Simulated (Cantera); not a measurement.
Moist CO burnout

A perfectly stirred reactor is fed with 0.206 % CO, 0.472 % O2, 0.00279 % H2O, 99.3 % N2, equivalence ratio 0.22, at 1.50 bar; it is held at 1275 K, and followed from long to short residence time.

Model: GRI-Mech 3.0 (53 species, 325 reactions), integrated in Cantera.

```tsv
τ (s)	x CO	x O2	x H2O	x O	x NO	x N2O	x OH
19	3.89e-5	0.00371	2.75e-5	2.12e-6	4.21e-6	1.18e-6	6.46e-7
5.3	9.51e-5	0.00374	2.73e-5	4.80e-6	4.12e-6	1.81e-6	9.06e-7
1.5	0.000219	0.00380	2.70e-5	1.06e-5	3.24e-6	2.25e-6	1.27e-6
0.41	0.000483	0.00393	2.64e-5	2.22e-5	1.94e-6	2.30e-6	1.75e-6
0.11	0.000959	0.00415	2.57e-5	3.99e-5	8.18e-7	1.95e-6	2.21e-6
0.031	0.00153	0.00443	2.54e-5	5.15e-5	1.95e-7	1.24e-6	2.27e-6
0.0088	0.00195	0.00466	2.65e-5	2.99e-5	8.43e-9	3.16e-7	1.24e-6
0.0024	0.00206	0.00472	2.79e-5	6.43e-9	<1e-12	2.08e-11	1.22e-10
```
x: mole fraction; the columns are a selection and need not sum to one.
